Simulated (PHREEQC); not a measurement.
Dissolve 0.022 mol HF, 0.00013 mol NH4F and 0.00041 mol H4SiO4 per kg of water at 25 °C. Closed to the air; pH follows from the charge balance.

Model: ion-association model, phreeqc.dat, run in PHREEQC.

No solid was allowed to form.

Q: Estimate the pH, ionic strength.

A: pH 2.43; ionic strength 0.00453 mol/kgw.

Q: In which forms is F present?

A: HF 73 %, F- 14 %, SiF6-2 11 %, HF2- 1.7 % of the F.

Species that the database lacks are ignored. SiF6-2 is the database's only silicon fluoride.
